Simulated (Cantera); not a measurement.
Source: NASA polynomial tables (part measured, part estimated), evaluated in Cantera. Values are per mole of reaction as written; species without (g) are pure solids or liquids, kept so even where they would boil at 1 bar.

C + O2(g) ⇌ CO2(g), with ΔH° = -393.5 kJ and ΔS° = 2.9 J/K at 300 K.

Q: How far is the shortcut ΔG° ≈ ΔH°(300 K) − T·ΔS°(300 K) from the full temperature-dependent value at 2698, 2723, 2748, 2773, 2798, 2823, 2848, 2873, 2898, 2923, 2948 K?

A: 
```tsv
T (K)	shortcut (kJ)	full (kJ)	difference (kJ)	difference in log10 K
2698	-401.3	-395.8	-5.6	0.11
2723	-401.4	-395.7	-5.7	0.11
2748	-401.5	-395.7	-5.8	0.11
2773	-401.5	-395.7	-5.9	0.11
2798	-401.6	-395.6	-6.0	0.11
2823	-401.7	-395.6	-6.1	0.11
2848	-401.8	-395.6	-6.2	0.11
2873	-401.8	-395.5	-6.3	0.11
2898	-401.9	-395.5	-6.4	0.12
2923	-402.0	-395.5	-6.5	0.12
2948	-402.1	-395.4	-6.6	0.12
```
The shortcut ignores the heat-capacity change of the reaction.
